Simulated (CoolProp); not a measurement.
Properties of n-hexane along the isotherm 186.05 °C (Tc = 234.7 °C, pc = 3044 kPa, ω = 0.300).

Computed with CoolProp (reference Helmholtz-energy equation of state, Thol 2019).

```
p (kPa)   phase  density (kg/m³)  isothermal compressibility (1/MPa)  expansivity (1/kK)
-------  ------  ---------------  ----------------------------------  ------------------
2340     liquid            472.1                             0.01794               3.920
4680     liquid                ?                             0.01219               3.032
7020     liquid            500.9                                   ?               2.563
9370     liquid                ?                                   ?               2.262
11700    liquid            519.5                            0.006560               2.049
14000    liquid            526.8                            0.005745               1.889
16400    liquid            533.7                            0.005097               1.757
18700    liquid            539.7                            0.004608               1.654
21100    liquid            545.4                                   ?               1.564
23400    liquid            550.5                            0.003866               1.490
25800    liquid            555.4                            0.003578               1.423
28100    liquid                ?                            0.003341                   ?
30400    liquid            564.0                            0.003136               1.318
```

Task: What belongs in the gaps?

Result: 
- 4680, density (kg/m³): 488.5
- 7020, isothermal compressibility (1/MPa): 0.009391
- 9370, density (kg/m³): 510.9
- 9370, isothermal compressibility (1/MPa): 0.007696
- 21100, isothermal compressibility (1/MPa): 0.004195
- 28100, density (kg/m³): 559.9
- 28100, expansivity (1/kK): 1.367
